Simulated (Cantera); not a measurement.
A perfectly stirred reactor is fed with H₂ : O₂ : N₂ = 0.36 : 1 : 0.62 (molar parts), at 113 Torr; it is held at 1325 K, and followed from long to short residence time.

Model: GRI-Mech 3.0 (53 species, 325 reactions), integrated in Cantera. The temperature is held fixed by assumption; the heat of reaction is taken as removed at once.

What does this change do: temperature 1325 to 775 K?


| quantity | before | after |
|---|---|---|
| x(H₂) at τ = 2.10 s | 6.27e-5 | 0.182 |
| x(O₂) at τ = 2.10 s | 0.455 | 0.505 |
| x(H₂O) at τ = 2.10 s | 0.200 | 1.18e-6 |
| x(NO) at τ = 2.10 s | 4.97e-7 | <1e-12 |
| x(HO₂) at τ = 2.10 s | 2.20e-6 | 3.85e-7 |
| x(H₂) at τ = 21.0 ms | 0.00121 | 0.182 |
| x(O₂) at τ = 21.0 ms | 0.453 | 0.505 |
| x(H₂O) at τ = 21.0 ms | 0.197 | 1.28e-10 |
| x(NO) at τ = 21.0 ms | 3.17e-7 | <1e-12 |
| x(HO₂) at τ = 21.0 ms | 2.20e-5 | 2.74e-10 |
Below about 950 K walls govern HO2 and H2O2 in real vessels.

What does this change do: temperature 1325 to 873 K?


| quantity | before | after |
|---|---|---|
| x(H₂) at τ = 2.10 s | 6.27e-5 | 0.0499 |
| x(O₂) at τ = 2.10 s | 0.455 | 0.469 |
| x(H₂O) at τ = 2.10 s | 0.200 | 0.144 |
| x(NO) at τ = 2.10 s | 4.97e-7 | 8.70e-12 |
| x(HO₂) at τ = 2.10 s | 2.20e-6 | 7.45e-5 |
| x(H₂) at τ = 21.0 ms | 0.00121 | 0.0537 |
| x(O₂) at τ = 21.0 ms | 0.453 | 0.470 |
| x(H₂O) at τ = 21.0 ms | 0.197 | 0.141 |
| x(NO) at τ = 21.0 ms | 3.17e-7 | 1.46e-9 |
| x(HO₂) at τ = 21.0 ms | 2.20e-5 | 0.000116 |
Below about 950 K walls govern HO2 and H2O2 in real vessels.
